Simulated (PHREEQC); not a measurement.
Solution A (1.6 mmol/kgw CuCl2, 4.5 mmol/kgw HCl and 0.082 mmol/kgw KCl) is mixed with solution B (5.4 mmol/kgw HCl and 0.6 mmol/kgw MnSO4) at 71 °C; shares are by mass of water, 1 kg in all. The system is closed to oxygen. CO2 from the air is kept out. Solids allowed: Pyrochroite, Tenorite, Brochantite, Antlerite, Atacamite, Chalcanthite. Others were left out.

Model: ion-association model, wateq4f.dat, run in PHREEQC.

Problem. Predict HSO4- (mol/kgw), CuCl+ (mol/kgw) at share of solution B = 0, 0.1, 0.4, 0.8, 0.9.

Solution. 
```csv
share of solution B,HSO4- (mol/kgw),CuCl+ (mol/kgw)
0,0,0.000140
0.1,2.68e-5,0.000122
0.4,0.000111,7.50e-5
0.8,0.000233,2.20e-5
0.9,0.000265,1.06e-5
```

Constants without temperature data keep their 25 °C values here.
